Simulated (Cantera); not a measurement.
Charge: 1 mol C3H6, 0.39 mol CO2, 57 mol H2, at 1.40 bar.

Equilibrium computed with Cantera from the NASA thermochemical tables; the gas is ideal and each condensed phase is pure. Candidate condensed phases: C, C6H6, C7H8, C8H18, H2O; 110 gas species. The numbers say what is thermodynamically allowed, not how fast it happens.

x: gas mole fraction; n: condensed amount in mol.

```tsv
T (K)	x H2	x CH4	x H2O	x CO	x H	x C2H2 (acetylene)	x CO2	n C(graphite)
523	0.926	0.0599	0.0138	<1e-12	<1e-12	<1e-12	<1e-12	0
673	0.926	0.0599	0.0138	3.19e-8	<1e-12	<1e-12	5.81e-9	0
823	0.926	0.0598	0.0137	4.27e-5	[?]	<1e-12	2.29e-6	0
973	0.931	0.0552	0.00942	0.00411	[?]	6.28e-11	6.70e-5	0
1123	0.950	0.0371	0.00107	0.0122	[?]	2.09e-8	1.26e-5	0.504
1273	0.975	0.0125	0.000208	0.0128	[?]	3.62e-7	1.64e-6	1.87
1423	0.982	0.00514	5.45e-5	0.0128	[?]	3.37e-6	3.15e-7	2.30
1573	0.985	0.00249	1.84e-5	0.0128	[?]	2.03e-5	8.31e-8	2.46
1723	0.986	0.00137	7.53e-6	0.0128	[?]	8.92e-5	2.80e-8	2.52
1873	0.985	0.000829	3.57e-6	0.0128	[?]	0.000308	1.13e-8	2.52
```

### Question
What belongs in the gaps?

### Answer

- 823, x H: 5.97e-12
- 973, x H: 8.82e-10
- 1123, x H: 3.51e-8
- 1273, x H: 5.95e-7
- 1423, x H: 5.56e-6
- 1573, x H: 3.41e-5
- 1723, x H: 0.000153
- 1873, x H: 0.000541
